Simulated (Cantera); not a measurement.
Input (Python, Cantera) and output of one run.

```python
import numpy as np
import cantera as ct

gas_names = [...]  # 95 gases of nasa_gas.yaml made of C, F, H
cond_names = """
    C(gr) C6H6(L) C7H8(L) C8H18(L),n-octa
""".split()


# ... load() reads the species with a 1 bar reference pressure and builds the phases ...
atoms = {
    'CH2F2': {'C': 1, 'H': 2, 'F': 2},
    'F2': {'F': 2},
}
top_T = {'C(gr)': 4500}  # K; cautious upper limits of use, not melting points


# ... equilibrate(T, P, feed) seeds the gas with the atoms and calls Mixture.equilibrate('TP', solver="vcs", rtol=1e-11, max_steps=5000) ...
results = []
feed = {'CH2F2': 1, 'F2': 2.1}  # mol
for P in [1, 3.6, 13, 46, 170, 600, 2200, 7700, 28000, 100000]:
    for T in [948, 1148, 1348, 1548, 1748, 1948, 2148, 2348, 2548, 2748, 2948, 3148, 3348, 3548]:
        mix = equilibrate(T, P, feed)
        results.append((T, P, feed, dict(zip(mix.species_names, mix.species_moles))))

for T, P, feed, n in results:
    print(f"{T:7g} {P:10.4g}  " + (" + ".join(c for c in cond_names if n.get(c, 0) > 1e-12) or "gas only"))
```

Result:

```
    948          1  gas only
   1148          1  gas only
   1348          1  gas only
   1548          1  gas only
   1748          1  gas only
   1948          1  C(gr)
   2148          1  C(gr)
   2348          1  C(gr)
   2548          1  gas only
   2748          1  gas only
   2948          1  gas only
   3148          1  gas only
   3348          1  gas only
   3548          1  gas only
    948        3.6  gas only
   1148        3.6  gas only
   1348        3.6  gas only
   1548        3.6  gas only
   1748        3.6  gas only
   1948        3.6  C(gr)
   2148        3.6  C(gr)
   2348        3.6  C(gr)
   2548        3.6  C(gr)
   2748        3.6  gas only
   2948        3.6  gas only
   3148        3.6  gas only
   3348        3.6  gas only
   3548        3.6  gas only
    948         13  gas only
   1148         13  gas only
   1348         13  gas only
   1548         13  gas only
   1748         13  gas only
   1948         13  gas only
   2148         13  C(gr)
   2348         13  C(gr)
   2548         13  C(gr)
   2748         13  gas only
   2948         13  gas only
   3148         13  gas only
   3348         13  gas only
   3548         13  gas only
    948         46  gas only
   1148         46  gas only
   1348         46  gas only
   1548         46  gas only
   1748         46  gas only
   1948         46  gas only
   2148         46  C(gr)
   2348         46  C(gr)
   2548         46  C(gr)
   2748         46  gas only
   2948         46  gas only
   3148         46  gas only
   3348         46  gas only
   3548         46  gas only
    948        170  gas only
   1148        170  gas only
   1348        170  gas only
   1548        170  gas only
   1748        170  gas only
   1948        170  gas only
   2148        170  gas only
   2348        170  C(gr)
   2548        170  C(gr)
   2748        170  C(gr)
   2948        170  gas only
   3148        170  gas only
   3348        170  gas only
   3548        170  gas only
    948        600  gas only
   1148        600  gas only
   1348        600  gas only
   1548        600  gas only
   1748        600  gas only
   1948        600  gas only
   2148        600  gas only
   2348        600  gas only
   2548        600  C(gr)
   2748        600  C(gr)
   2948        600  gas only
   3148        600  gas only
   3348        600  gas only
   3548        600  gas only
    948       2200  gas only
   1148       2200  gas only
   1348       2200  gas only
   1548       2200  gas only
   1748       2200  gas only
   1948       2200  gas only
   2148       2200  gas only
   2348       2200  gas only
   2548       2200  gas only
   2748       2200  C(gr)
   2948       2200  C(gr)
   3148       2200  gas only
   3348       2200  gas only
   3548       2200  gas only
    948       7700  gas only
   1148       7700  gas only
   1348       7700  gas only
   1548       7700  gas only
   1748       7700  gas only
   1948       7700  gas only
   2148       7700  gas only
   2348       7700  gas only
   2548       7700  gas only
   2748       7700  gas only
   2948       7700  gas only
   3148       7700  gas only
   3348       7700  gas only
   3548       7700  gas only
    948    2.8e+04  gas only
   1148    2.8e+04  gas only
   1348    2.8e+04  gas only
   1548    2.8e+04  gas only
   1748    2.8e+04  gas only
   1948    2.8e+04  gas only
   2148    2.8e+04  gas only
   2348    2.8e+04  gas only
   2548    2.8e+04  gas only
   2748    2.8e+04  gas only
   2948    2.8e+04  gas only
   3148    2.8e+04  gas only
   3348    2.8e+04  gas only
   3548    2.8e+04  gas only
    948      1e+05  gas only
   1148      1e+05  gas only
   1348      1e+05  gas only
   1548      1e+05  gas only
   1748      1e+05  gas only
   1948      1e+05  gas only
   2148      1e+05  gas only
   2348      1e+05  gas only
   2548      1e+05  gas only
   2748      1e+05  gas only
   2948      1e+05  gas only
   3148      1e+05  gas only
   3348      1e+05  gas only
   3548      1e+05  gas only
```

Equilibrium computed with Cantera from the NASA thermochemical tables; the gas is ideal and each condensed phase is pure.
